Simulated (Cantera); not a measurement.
A Cantera script and its output.

```python
import numpy as np
import cantera as ct

surf = ct.Interface("ptcombust.yaml", "Pt_surf")
gas = surf.adjacent["gas"]
gas.TPX = 300, 5900, {'CH4': 0.015, 'O2': 0.11, 'N2': 0.79}
jet = ct.ImpingingJet(gas=gas, width=0.039, surface=surf)
jet.inlet.mdot, jet.inlet.T, jet.inlet.X = 0.16, 300, {'CH4': 0.015, 'O2': 0.11, 'N2': 0.79}
jet.set_refine_criteria(ratio=10, slope=0.2, curve=0.3)
show, cover = ['CH4', 'O2', 'H2O', 'OH', 'CO', 'CO2'], ["PT(S)", "H(S)", "O(S)", "OH(S)", "CO(S)", "C(S)"]

rows = []
print(f"{'Ts/K':>7s}" + "".join(f"{s:>11s}" for s in show + cover) + "   (gas at the wall, coverages)")
for i, Ts in enumerate([950, 1000, 1050, 1100, 1150, 1200, 1250, 1300]):
    jet.surface.T = Ts
    if i == 0:
        surf.TP = Ts, 5900
        surf.coverages = "PT(S):0.5, O(S):0.5"
        surf.advance_coverages(1.0)
        jet.set_initial_guess(products="inlet")
    jet.solve(loglevel=0, auto=(i == 0))
    rows.append([*(jet.X[gas.species_index(s), -1] for s in show), *surf[cover].coverages])
    print(f"{Ts:7g}" + "".join(f"{x:11.3e}" for x in rows[-1]))
```

Result:

```
   Ts/K        CH4         O2        H2O         OH         CO        CO2      PT(S)       H(S)       O(S)      OH(S)      CO(S)       C(S)   (gas at the wall, coverages)
    950  1.163e-02  1.101e-01  8.871e-03  6.245e-08  6.377e-06  5.815e-03  2.883e-01  9.181e-08  7.111e-01  5.667e-04  4.300e-06  2.059e-08
   1000  9.873e-03  1.064e-01  1.210e-02  1.793e-07  7.347e-06  7.948e-03  3.593e-01  2.037e-07  6.401e-01  5.829e-04  3.374e-06  2.110e-08
   1050  8.321e-03  1.031e-01  1.495e-02  4.511e-07  8.278e-06  9.829e-03  4.298e-01  3.973e-07  5.696e-01  5.652e-04  2.582e-06  2.056e-08
   1100  7.043e-03  1.004e-01  1.727e-02  1.019e-06  9.274e-06  1.137e-02  4.982e-01  7.039e-07  5.012e-01  5.265e-04  1.973e-06  1.957e-08
   1150  6.080e-03  9.835e-02  1.899e-02  2.094e-06  1.053e-05  1.253e-02  5.632e-01  1.157e-06  4.363e-01  4.761e-04  1.540e-06  1.867e-08
   1200  5.292e-03  9.672e-02  2.040e-02  3.993e-06  1.201e-05  1.344e-02  6.239e-01  1.804e-06  3.757e-01  4.235e-04  1.220e-06  1.778e-08
   1250  4.684e-03  9.550e-02  2.145e-02  7.126e-06  1.391e-05  1.413e-02  6.795e-01  2.688e-06  3.201e-01  3.714e-04  9.922e-07  1.712e-08
   1300  4.212e-03  9.458e-02  2.223e-02  1.200e-05  1.637e-05  1.463e-02  7.297e-01  3.867e-06  2.700e-01  3.222e-04  8.290e-07  1.671e-08
```

Cantera simulation using Deutschmann's 1995 Pt surface mechanism with GRI-Mech 3.0 gas chemistry; the numbers are that mechanism's predictions, not measurements. Catalytic surfaces can have several steady states; this one follows from the mechanism file's or the stated starting coverage.
